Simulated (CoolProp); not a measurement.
The numbers come from the reference Helmholtz-energy equation of state, Setzmann 1991 in CoolProp.

Problem. Give the vapour pressure (MPa), liquid density (kg/m³), vapour density (kg/m³), enthalpy of vaporisation (kJ/kg) of saturated methane at -126.85, -110.95 °C.

Solution. 
```csv
T (°C),p (MPa),liquid density (kg/m³),vapour density (kg/m³),enthalpy of vaporisation (kJ/kg)
-126.85,0.876,365,13.8,425
-110.95,1.74,331,27.9,362
```
